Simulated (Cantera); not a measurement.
A closed system holds: 1 mol SiC, 0.028 mol O2, 47 mol H2, equilibrated at 1850 K.

Method: chemical equilibrium by Gibbs-energy minimisation in Cantera with the NASA 1993 tables (ideal gas, pure condensed phases). Candidate condensed phases: C, C6H6, C7H8, C8H18, H2O, Si, SiC, SiO2; 123 gas species. Gases not in the tables: Si2H6 and higher silanes. Equilibrium is a limit: real reactors are often held back by kinetics, nucleation or transport.

Question: What share of the Si ends up in condensed phases as a function of P (Pa), at 0.100, 2.50, 63, 1600, 40000, 1000000?

Answer: 
```tsv
P (Pa)	Si condensed (%)	as
0.100	0.0	-
2.50	59.1	SiC(s)
63	94.5	SiC(s)
1600	96.8	SiC(s)
40000	97.1	SiC(s)
1000000	96.3	SiC(s)
```
